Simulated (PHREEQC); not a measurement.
PHREEQC input (ion-association model, phreeqc.dat):

```
SOLUTION 0
  temp 15
  units mmol/kgw
  pH 7 charge
  S(6) 5.4
  Mg 5.4
  Cl 0.01
  O(0) 1 O2(g) -0.68
SOLUTION 1-40
  temp 15
  units mmol/kgw
  pH 7 charge
  Cl 22.61
  Zn 47.5
  S(6) 45
  Cd 8.8
  O(0) 1 O2(g) -0.68
END
EXCHANGE 1-40
  X 0.0047
  -equilibrate 1
END
SELECTED_OUTPUT 1
  -reset false
  -pH true
  -pe true
  -ionic_strength true
  -water true
  -step true
  -totals Cd Cl Mg S Zn S(-2) S(6)
  -molalities MgX2 ZnX2 CdX2
  -saturation_indices Zn(OH)2(e) Cd(OH)2
PRINT
  -reset false
TRANSPORT
  -cells 40
  -shifts 120
  -lengths 0.0025
  -time_step 720
  -dispersivities 0.0035
  -boundary_conditions flux flux
  -correct_disp true
  -punch_cells 40
  -punch_frequency 4
END
```

Selected output (columns that matter, 19 of 31 rows; pore volumes added in front):

```
pore volumes	pH	mu	Cd	Cl	Mg	S	Zn	m_MgX2	m_ZnX2	m_CdX2	si_Zn(OH)2(e)	si_Cd(OH)2
0	5.2117	0.12333	0.0088	0.02261	0	0.045	0.0475	0	0.0020944	0.00025559	-3.0662	-6.1293
0.2125	5.2117	0.12333	0.0088	0.02261	5.7473e-15	0.045	0.0475	1.5947e-16	0.0020944	0.00025559	-3.0662	-6.1293
0.3125	5.2117	0.12333	0.0088	0.02261	5.6318e-09	0.045	0.0475	1.5627e-10	0.0020944	0.00025559	-3.0662	-6.1293
0.5125	5.2116	0.12261	0.0087346	0.022446	2.7031e-05	0.044712	0.047169	7.5483e-07	0.0020935	0.00025573	-3.0682	-6.131
0.7125	5.2106	0.11086	0.0076885	0.019783	0.00048403	0.040047	0.041761	1.5095e-05	0.0020765	0.00025843	-3.1048	-6.1616
0.8125	5.2082	0.097482	0.006523	0.016781	0.0009851	0.034786	0.035664	3.5425e-05	0.0020531	0.00026151	-3.1547	-6.2036
1.0125	5.1943	0.065105	0.0038229	0.0096972	0.0020484	0.022374	0.021346	0.00011644	0.0019667	0.00026685	-3.3336	-6.3585
1.2125	5.1694	0.039734	0.0018742	0.0044261	0.0026769	0.013138	0.010795	0.00027399	0.0018152	0.00026084	-3.5965	-6.597
1.3125	5.1567	0.031506	0.001288	0.0028011	0.0028481	0.010291	0.0075501	0.00039027	0.0017093	0.00025046	-3.7407	-6.7322
1.5125	5.1381	0.022132	0.0006428	0.0010223	0.0031434	0.0071738	0.0038937	0.00069734	0.001438	0.00021469	-4.0139	-6.9963
1.7125	5.1295	0.018445	0.00036135	0.0003437	0.0035453	0.0059847	0.0022449	0.0010607	0.0011219	0.00016738	-4.2457	-7.2278
1.8125	5.1278	0.017653	0.00028014	0.00019656	0.0037811	0.0057269	0.0017589	0.0012414	0.00096531	0.00014333	-4.3495	-7.3335
2.0125	5.1267	0.016982	0.00017271	6.5996e-05	0.0042471	0.0054981	0.0011063	0.0015672	0.00068286	9.9906e-05	-4.5483	-7.5386
2.2125	5.1269	0.016811	0.00010632	2.6119e-05	0.0046347	0.0054282	0.00069528	0.001826	0.00045824	6.5775e-05	-4.7485	-7.7471
2.3125	5.1271	0.016791	8.2825e-05	1.8544e-05	0.0047889	0.005415	0.00054751	0.0019287	0.00036888	5.2392e-05	-4.8518	-7.8549
2.5125	5.1275	0.01679	4.9316e-05	1.2354e-05	0.0050226	0.0054041	0.00033341	0.0020862	0.00023165	3.2176e-05	-5.0665	-8.0793
2.7125	5.1278	0.016802	2.8597e-05	1.0635e-05	0.0051749	0.0054011	0.00019789	0.0021908	0.00014014	1.9017e-05	-5.2927	-8.3156
2.8125	5.1279	0.016808	2.1568e-05	1.0328e-05	0.0052281	0.0054006	0.00015103	0.0022279	0.00010765	1.4437e-05	-5.4099	-8.4379
3.0125	5.1281	0.016817	1.2052e-05	1.0087e-05	0.0053017	0.0054002	8.643e-05	0.0022797	6.2161e-05	8.1396e-06	-5.6521	-8.6905
```
